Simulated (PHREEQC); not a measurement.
Make-up at 20 °C: 0.77 mmol/kgw H2SO4 and 0.00063 mmol/kgw Na2SO4. Closed to the air; pH follows from the charge balance.

Equilibrium calculation in PHREEQC: ion-association model, phreeqc.dat.

Question: The ionic strength comes out as 0.00216 mol/kgw. What activity coefficients do Na+, HSO4-, SO4-2, H+ get?

Answer: Na+ 0.95, HSO4- 0.95, SO4-2 0.82, H+ 0.95.

This is a speciation only: nothing precipitates in the calculation. Complexes and solids missing from the database can't appear.
